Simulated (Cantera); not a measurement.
Charge: 1 mol CuO, 13 mol H2, 0.056 mol H2O, at 1202 °C and 40.0 Pa.

Method: chemical equilibrium by Gibbs-energy minimisation in Cantera with the NASA 1993 tables (ideal gas, pure condensed phases). Candidate condensed phases: Cu, CuO, Cu(OH)2, Cu2O, H2O; 12 gas species. The numbers say what is thermodynamically allowed, not how fast it happens.

Base state: H2 0.906, H2O 0.0798, Cu 0.0134, H 0.000617 (mole fractions); condensed: Cu(l).

Task: What changes in the equilibrium state with this change: temperature from 1202 °C to 1825 °C?

Result: 
```
species       before     after
----------  --------  --------
H2             0.906     0.732
H           0.000617     0.132
H2O           0.0798    0.0685
Cu            0.0134    0.0664
O              <1e-9  0.000187
OH           1.42e-6   0.00146
Cu(l), mol     0.823         0
```
